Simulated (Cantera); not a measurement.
## Abatement and gas-phase synthesis: H2O + SO2 + N2 + O2

Input: 1 mol H2O, 0.62 mol SO2, 3.3 mol N2, a varied amount of O2, held at 2673.15 K and 1.10 bar.

Method: chemical equilibrium by Gibbs-energy minimisation in Cantera with the NASA 1993 tables (ideal gas, pure condensed phases). Candidate condensed phases: H2O, H2SO4, S; 35 gas species. The numbers say what is thermodynamically allowed, not how fast it happens.

From 0.067 mol O2 to 2.9 mol O2 nothing is condensed.

```tsv
n(O2) (mol)	log p N2	log p O2	log p H2O	log p SO2	log p NO	log p OH	log p O	log p H2	log p SO
0.067	-0.15	-1.70	-0.73	-0.92	-2.05	-1.74	-2.34	-1.77	-1.91
0.12	-0.16	-1.56	-0.73	-0.92	-1.98	-1.71	-2.27	-1.83	-1.98
0.23	-0.17	-1.36	-0.74	-0.92	-1.88	-1.66	-2.17	-1.94	-2.08
0.44	-0.18	-1.11	-0.75	-0.93	-1.77	-1.60	-2.05	-2.08	-2.22
0.83	-0.22	-0.86	-0.78	-0.95	-1.66	-1.56	-1.92	-2.23	-2.37
1.5	-0.27	-0.64	-0.83	-1.00	-1.58	-1.53	-1.81	-2.40	-2.52
2.9	-0.36	-0.43	-0.92	-1.08	-1.52	-1.52	-1.71	-2.59	-2.71
```
log p: log10 of the partial pressure in bar; nothing condenses.
